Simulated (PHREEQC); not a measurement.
A solution holds 0.021 mol/kgw Cu(NO3)2, 0.13 mol/kgw HNO3 and 0.0013 mol/kgw FeCl3, at 82 °C. Closed to the air; pH follows from the charge balance.

Model: ion-association model, wateq4f.dat, run in PHREEQC.

This is a speciation only: nothing precipitates in the calculation.

**Question.** Order these Cl species by the share of Cl that they hold, largest first: FeCl+2, Cl-, CuCl+.

**Answer.** Cl- (84 %), CuCl+ (14 %), FeCl+2 (2.6 %)

The pH is 0.99 and the ionic strength 0.199 mol/kgw. Examples of supersaturated solids here: Hematite (slow to form), Goethite (slow to form). Others may be too. Constants without temperature data keep their 25 °C values here.
